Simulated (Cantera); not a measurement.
A perfectly stirred reactor is fed with H2 : O2 = 0.92 : 1 (molar parts), equivalence ratio 0.46, at 0.00520 bar; it is held at 1423 K, and followed from long to short residence time.

Computed with Cantera and the H2/O2 subset of GRI-Mech 3.0, which has no nitrogen chemistry. Radical loss at walls, strong at low pressure, is not modelled. The temperature is held fixed by assumption; the heat of reaction is taken as removed at once.

x: mole fraction; the columns are a selection and need not sum to one.

| τ (s) | x H2 | x O2 | x O | x OH | x HO2 | x H | x H2O2 |
|---|---|---|---|---|---|---|---|
| 16 | 0.00198 | 0.367 | 0.00241 | 0.00601 | 1.43e-6 | 0.000865 | (withheld) |
| 3.9 | 0.00504 | 0.364 | 0.00619 | 0.00955 | 2.27e-6 | 0.00356 | (withheld) |
| 0.98 | 0.0121 | 0.358 | 0.0153 | 0.0147 | 2.93e-6 | 0.0137 | (withheld) |
| 0.24 | 0.0264 | 0.345 | 0.0360 | 0.0213 | 3.04e-6 | 0.0488 | (withheld) |
| 0.061 | 0.0429 | 0.325 | 0.0678 | 0.0263 | 2.57e-6 | 0.121 | (withheld) |
| 0.015 | 0.0518 | 0.310 | 0.0902 | 0.0278 | 2.16e-6 | 0.179 | 1.50e-7 |
| 0.0038 | 0.0613 | 0.310 | 0.0939 | 0.0284 | 2.02e-6 | 0.197 | 1.41e-7 |
| 0.00095 | 0.0922 | 0.327 | 0.0824 | 0.0294 | 1.98e-6 | 0.191 | 1.45e-7 |
| 0.00024 | 0.200 | 0.385 | 0.0506 | 0.0262 | 1.81e-6 | 0.143 | (withheld) |

**Question.** Fill in the missing entries.

**Answer.** 
- 16, x H2O2: 8.77e-8
- 3.9, x H2O2: 1.36e-7
- 0.98, x H2O2: 1.90e-7
- 0.24, x H2O2: 2.18e-7
- 0.061, x H2O2: 1.86e-7
- 0.00024, x H2O2: 1.23e-7
